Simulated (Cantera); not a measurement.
## Gas-phase reforming

An isothermal, constant-pressure homogeneous reactor starts with CH4 : CO2 : H2 = 1 : 2.2 : 1.2 (molar parts), at 1725 K and 158 Torr.

Cantera simulation using GRI-Mech 3.0 (53 species, 325 reactions); the numbers are that mechanism's predictions, not measurements.

```csv
t (s),x CH4,x CO2,x H2,x OH,x CH2O,x C2H6,x CO
0.000200,0.227,0.500,0.273,4.34e-7,1.19e-6,1.17e-5,0.000204
0.000434,0.226,0.499,0.273,8.39e-7,7.70e-6,6.51e-5,0.000889
0.000941,0.223,0.495,0.272,1.39e-6,2.26e-5,0.000195,0.00353
0.00204,0.213,0.485,0.273,1.82e-6,2.86e-5,0.000265,0.0113
0.00443,0.193,0.460,0.276,2.23e-6,2.66e-5,0.000232,0.0286
0.00960,0.159,0.411,0.279,3.07e-6,2.24e-5,0.000171,0.0638
0.0208,0.109,0.327,0.268,4.81e-6,1.68e-5,0.000100,0.128
0.0452,0.0573,0.214,0.237,8.05e-6,1.09e-5,4.11e-5,0.222
0.0980,0.0233,0.128,0.217,1.20e-5,5.85e-6,1.13e-5,0.301
0.213,0.0135,0.101,0.241,1.18e-5,3.00e-6,4.09e-6,0.340
0.461,0.0107,0.0833,0.277,9.39e-6,1.58e-6,2.10e-6,0.377
1.00,0.00751,0.0672,0.313,7.25e-6,7.32e-7,8.68e-7,0.412
```
x: mole fraction; the columns are a selection and need not sum to one.

Equilibrium at this temperature and pressure: CH4 2.79e-9, CO2 0.0491, H2 0.361, OH 5.17e-6, CH2O 1.44e-8, C2H6 <1e-12, CO 0.451 (gas phase only).
